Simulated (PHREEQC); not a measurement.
Solution A (0.99 mmol/kgw FeSO4, 0.065 mmol/kgw CaCl2, 0.33 mmol/kgw HCl and 0.064 mmol/kgw Na2SO4) is mixed with solution B (0.0053 mol/kgw CaBr2) at 25 °C; shares are by mass of water, 1 kg in all. The system is closed to oxygen. CO2 from the air is kept out. Solids allowed: Gypsum, Portlandite, Halite, Mirabilite, Melanterite. Others were left out.

Computed with PHREEQC (ion-association model, wateq4f.dat).

```
share of solution B          pH  Ca+2 (mol/kgw)  Fe+2 (mol/kgw)  SO4-2 (mol/kgw)  CaSO4 (mol/kgw)  FeSO4 (mol/kgw)
-------------------  ----------  --------------  --------------  ---------------  ---------------  ---------------
0                          3.54         5.87e-5        0.000902         0.000939          6.32e-6          8.69e-5
0.1                        3.58        0.000541      (withheld)         0.000818          4.79e-5       (withheld)
0.25                 (withheld)         0.00129        0.000701         0.000654       (withheld)          4.12e-5
0.4                        3.76         0.00206        0.000570         0.000504          9.72e-5          2.41e-5
0.5                        3.83      (withheld)        0.000479         0.000411          9.53e-5          1.58e-5
0.6                        3.93         0.00312      (withheld)         0.000323          8.66e-5          9.63e-6
0.75                       4.13         0.00393        0.000244         0.000196          6.27e-5       (withheld)
0.9                        4.53         0.00475         9.85e-5          7.66e-5       (withheld)          5.25e-7
1                          6.98         0.00530               0                0                0                0
```

Question: Some entries are withheld; supply them.

Answer: 
- 0.1, Fe+2 (mol/kgw): 0.000825
- 0.1, FeSO4 (mol/kgw): 6.54e-5
- 0.25, pH: 3.66
- 0.25, CaSO4 (mol/kgw): 8.44e-5
- 0.5, Ca+2 (mol/kgw): 0.00259
- 0.6, Fe+2 (mol/kgw): 0.000386
- 0.75, FeSO4 (mol/kgw): 3.50e-6
- 0.9, CaSO4 (mol/kgw): 2.81e-5

Species that the database lacks are ignored.
